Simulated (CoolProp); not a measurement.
Properties of R245fa along the isotherm 375.5 K (Tc = 427.0 K, pc = 36.51 bar, ω = 0.378).

Model: reference Helmholtz-energy equation of state, Akasaka 2015, in CoolProp.

```csv
p (bar),phase,cv (kJ/(kg K)),expansivity (1/kK)
0.289,gas,0.9364,2.705
0.466,gas,0.9372,2.732
0.753,gas,0.9385,2.775
1.22,gas,0.9408,2.849
1.97,gas,0.9445,2.975
3.18,gas,0.9507,3.200
5.13,gas,0.9617,3.633
8.29,gas,0.9821,4.612
21.6,liquid,1.051,4.003
35,liquid,1.049,3.623
56.5,liquid,1.046,3.194
91.3,liquid,1.044,2.744
```
